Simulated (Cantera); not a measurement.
Source: NASA polynomial tables (part measured, part estimated), evaluated in Cantera. Values are per mole of reaction as written; species without (g) are pure solids or liquids, kept so even where they would boil at 1 bar.

Between 425 and 875 K, where is each reaction favourable under standard conditions?
- CS₂(g) + 3 CH₄(g) + Ni → 2 C₂H₆(g) + NiS₂
- Ni + S → NiS


- CS₂(g) + 3 CH₄(g) + Ni → 2 C₂H₆(g) + NiS₂: ΔG° is -66 kJ at 425 K and 66 kJ at 875 K; it changes sign between 625 and 675 K. ΔH° is -187 kJ and ΔS° -289 J/K at 875 K.
- Ni + S → NiS: ΔG° is -84 kJ at 425 K and -76 kJ at 875 K; it stays negative (K > 1). ΔH° is -89 kJ and ΔS° -16 J/K at 875 K.
